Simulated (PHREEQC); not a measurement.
## Ultrapure water in contact with air or piping: an equilibrium model

Model water analysis in mg/kgw, 5 °C, pH 6.9, pe 11:

| constituent | mg/kgw |
|---|---|
| Na | 0.024 |
| K | 0.00768 |
| Ca | 0.048 |
| Mg | 0.0156 |
| Cl | 0.0207 |
| S(6) as SO4 | 0.0214 |
| Alkalinity as HCO3 | 0.239 |
| Ba | 0.00145 |
| Li | 0.000145 |
| Si as SiO2 | 0.0001 |

Valence states are taken as typed.

Model: ion-association model, wateq4f.dat, run in PHREEQC.

This is a speciation only: nothing precipitates in the calculation.

### Question
Estimate the charge-balance error.

### Answer
charge-balance error 0.1 %.

### Question
In which forms is C present?

### Answer
HCO3- 71 %, CO2 29 % of the C.

Complexes and solids missing from the database can't appear. At this temperature some constants are extrapolated from 25 °C, and those without enthalpy data are left unchanged.
